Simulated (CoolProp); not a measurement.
Vapour-liquid equilibrium of diethyl ether (1) + benzene (2) at 0.0534 MPa; x and y are mole fractions of (1).

Values from CoolProp's multi-fluid Helmholtz-energy mixture model, Thol 2014 and Thol 2012; pair parameters Bell 2016.

```tsv
x	bubble temperature, mixture model (°C)	bubble temperature, Raoult's law (°C)	y, mixture model	y, Raoult's law
0.05	56.2	56.1	0.187	0.193
0.2	45.5	45.3	0.537	0.549
0.35	37.7	37.3	0.724	0.734
0.5	31.5	31.2	0.836	0.843
0.65	26.5	26.2	0.908	0.912
0.8	22.3	22.1	0.957	0.958
0.95	18.7	18.6	0.991	0.991
```

The largest gap from Raoult's law is +0.4 K in bubble temperature, at x = 0.35. No azeotrope shows between x = 0.05 and 0.95.

The pair parameters rest on a limited set of measurements; away from them the model extrapolates.
